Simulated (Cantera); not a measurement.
Charge: 1 mol B₂O₃, 10 mol F₂, 75 mol N₂, 2.3 mol NF₃, held at 1923.15 K and 2.40e-5 bar.

These are equilibrium values from Cantera (NASA tables, ideal gas, pure condensed phases), not measurements of a reactor. Candidate condensed phases: B, BN, B₂O₃; 31 gas species. Equilibrium is a limit: real reactors are often held back by kinetics, nucleation or transport.

**Question.** What is the equilibrium state?

**Answer.** 
```json
{
 "x(N₂)": "0.753",
 "x(F)": "0.209",
 "x(BF₃)": "0.0186",
 "x(O₂)": "0.00990",
 "x(O)": "0.00736",
 "x(NO)": "0.00130",
 "x(BOF)": "0.00120",
 "x(BF₂)": "6.05e-6",
 "gas_amount": "101.1 mol",
 "log10 activity of B(s) (absent)": "-14.81"
}
```
